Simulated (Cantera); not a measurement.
Input: 1 mol Pb, 0.69 mol NH₃, 35 mol H₂, equilibrated at 1373 K and 0.100 bar.

Method: chemical equilibrium by Gibbs-energy minimisation in Cantera with the NASA 1993 tables (ideal gas, pure condensed phases). Candidate condensed phases: Pb; 11 gas species. Equilibrium is a limit: real reactors are often held back by kinetics, nucleation or transport.

Question: What is the equilibrium state?

Answer: 
```
Item                                  Value
--------------------------------  ---------
x(H₂)                                 0.964
x(Pb)                                0.0267
x(N₂)                               0.00923
x(H)                                1.03e-5
x(Pb₂)                              1.92e-6
gas amount                        37.38 mol
log10 activity of Pb(l) (absent)      -0.38
```
